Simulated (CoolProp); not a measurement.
Vapour-liquid equilibrium of dimethyl ether (1) + R236FA (2) at 1.57 MPa; x and y are mole fractions of (1).

Values from CoolProp's multi-fluid Helmholtz-energy mixture model, Wu 2011 and Pan 2012; pair parameters Bell 2016.

```json
[
 {"x": "0.05", "bubble temperature, mixture model (°C)": "90.2", "bubble temperature, Raoult's law (°C)": "88.6", "y, mixture model": "?", "y, Raoult's law": "0.084"},
 {"x": "0.2", "bubble temperature, mixture model (°C)": "89.4", "bubble temperature, Raoult's law (°C)": "83.8", "y, mixture model": "?", "y, Raoult's law": "0.307"},
 {"x": "0.35", "bubble temperature, mixture model (°C)": "87.4", "bubble temperature, Raoult's law (°C)": "79.4", "y, mixture model": "0.399", "y, Raoult's law": "0.491"},
 {"x": "0.5", "bubble temperature, mixture model (°C)": "83.9", "bubble temperature, Raoult's law (°C)": "75.3", "y, mixture model": "0.585", "y, Raoult's law": "0.644"},
 {"x": "0.65", "bubble temperature, mixture model (°C)": "78.7", "bubble temperature, Raoult's law (°C)": "71.5", "y, mixture model": "0.756", "y, Raoult's law": "0.773"},
 {"x": "0.8", "bubble temperature, mixture model (°C)": "?", "bubble temperature, Raoult's law (°C)": "67.9", "y, mixture model": "?", "y, Raoult's law": "0.881"},
 {"x": "0.95", "bubble temperature, mixture model (°C)": "?", "bubble temperature, Raoult's law (°C)": "64.6", "y, mixture model": "?", "y, Raoult's law": "0.973"}
]
```

Problem. Fill in the missing entries.

Solution. 
- 0.05, y, mixture model: 0.051
- 0.2, y, mixture model: 0.217
- 0.8, bubble temperature, mixture model (°C): 72.3
- 0.8, y, mixture model: 0.891
- 0.95, bubble temperature, mixture model (°C): 65.6
- 0.95, y, mixture model: 0.980

The largest gap from Raoult's law is +8.6 K in bubble temperature, at x = 0.5. No azeotrope shows between x = 0.05 and 0.95.

Pair parameters are fitted to limited data, so mixtures are less certain than the pure fluids.
